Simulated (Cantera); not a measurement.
Feed: 1 mol Si(CH₃)₄, 220 mol H₂, 0.12 mol HCl, at 2125 K and 56.0 mbar.

Equilibrium computed with Cantera from the NASA thermochemical tables; the gas is ideal and each condensed phase is pure. Candidate condensed phases: C, C₆H₆, C₇H₈, C₈H₁₈, Si, SiC; 109 gas species. Gases not in the tables: Si₂H₆ and higher silanes. Rates play no part.

Question: What is the equilibrium state?

Answer: 
```
Item                                  Value
--------------------------------  ---------
x(H₂)                                 0.982
x(H)                                 0.0152
x(C₂H₂ (acetylene))                 0.00165
x(HCl)                             0.000520
x(Si)                              0.000263
x(SiH)                              3.17e-5
x(SiC₂)                             1.88e-5
x(SiH₂)                             1.72e-5
x(CH₄)                              1.68e-5
n(C(graphite))                     2.31 mol
n(SiC(s))                         0.919 mol
gas amount                        227.9 mol
log10 activity of Si(l) (absent)      -1.07
```
